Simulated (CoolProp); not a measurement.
Computed with CoolProp (reference Helmholtz-energy equation of state, Thol 2019).

Q: For decamethylcyclopentasiloxane (D5), give the phase and the cv (kJ/(kg K)), speed of sound (m/s), fugacity coefficient at 620 K and 1040 kPa; 620 K and 1150 kPa; 620 K and 1270 kPa.

A: 
- 620 K and 1040 kPa: gas; cv 2.00, speed of sound 47.3, fugacity coefficient 0.667
- 620 K and 1150 kPa: supercritical; cv 2.01, speed of sound 52.5, fugacity coefficient 0.623
- 620 K and 1270 kPa: supercritical; cv 2.00, speed of sound 78.3, fugacity coefficient 0.576
